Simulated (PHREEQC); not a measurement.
PHREEQC input (ion-association model, wateq4f.dat):

```
SOLUTION_MASTER_SPECIES
  An  An-  0  An  62.0  # stands for a non-complexing anion
SOLUTION_SPECIES
  An- = An-
    -log_k 0
    -gamma 3.0 0
PHASES
  Fix_H+
    H+ = H+
    -log_k 0
SOLUTION 1
  temp 25
  units mmol/kgw
  pH 7 charge
  Na 50
  An 50
END
SELECTED_OUTPUT 1
  -reset false
  -pH true
  -pe true
  -ionic_strength true
  -water true
  -totals Na
  -molalities Hfo_wOH Hfo_wOH2+ Hfo_wO- Hfo_sOH Hfo_sOH2+ Hfo_sO-
USER_PUNCH 1
  -headings sigma psi
  10 PUNCH EDL("sigma", "Hfo"), EDL("psi", "Hfo")
PRINT
  -reset false
USE solution 1
SURFACE 1
  Hfo_wOH 0.000876404 600 0.39
  Hfo_sOH 2.19101e-05
EQUILIBRIUM_PHASES 1
  Fix_H+ -4 HAn 10
    -force_equality true
  O2(g) -0.68 10
END
# ... the last block is repeated for the other 16 points of pH, with NaOH or the acid as the point needs
```

Selected output (columns that matter, 13 of 17 rows; pH added in front):

```
pH	mu	Na	m_Hfo_wOH	m_Hfo_wOH2+	m_Hfo_wO-	m_Hfo_sOH	m_Hfo_sOH2+	m_Hfo_sO-	sigma	psi
4	0.050474	0.05	0.00017861	0.00069674	1.0489e-06	4.4653e-06	1.7419e-05	2.6224e-08	0.29405	0.15965
4.5	0.050326	0.05	0.00030457	0.00056809	3.7407e-06	7.6143e-06	1.4202e-05	9.3518e-08	0.23854	0.14903
5.5	0.050161	0.05	0.00052965	0.00032711	1.9646e-05	1.3241e-05	8.1777e-06	4.9116e-07	0.12996	0.11827
6	0.050109	0.05	0.00059872	0.00024403	3.3651e-05	1.4968e-05	6.1008e-06	8.4128e-07	0.088923	0.099369
6.5	0.05007	0.05	0.00063971	0.0001864	5.0295e-05	1.5993e-05	4.66e-06	1.2574e-06	0.057528	0.078414
7.5	0.050021	0.05	0.00066977	0.00012325	8.3384e-05	1.6744e-05	3.0811e-06	2.0846e-06	0.016849	0.031066
8	0.050003	0.05	0.00067267	0.00010529	9.8453e-05	1.6817e-05	2.6321e-06	2.4613e-06	0.0028881	0.0056452
8.5	0.050016	0.050029	0.0006716	9.0041e-05	0.00011476	1.679e-05	2.251e-06	2.869e-06	-0.010448	-0.019955
9.5	0.050095	0.050151	0.00065086	5.788e-05	0.00016767	1.6271e-05	1.447e-06	4.1916e-06	-0.046404	-0.068564
10	0.050213	0.050303	0.00061971	4.0739e-05	0.00021596	1.5493e-05	1.0185e-06	5.3989e-06	-0.07406	-0.09038
10.5	0.050524	0.050659	0.00056342	2.5276e-05	0.00028771	1.4085e-05	6.3191e-07	7.1926e-06	-0.11092	-0.11014
11.5	0.054182	0.054445	0.00035314	5.5179e-06	0.00051774	8.8284e-06	1.3795e-07	1.2943e-05	-0.21651	-0.1422
12	0.062895	0.063236	0.00020831	1.4914e-06	0.00066659	5.2079e-06	3.7284e-08	1.6665e-05	-0.28112	-0.15173
```
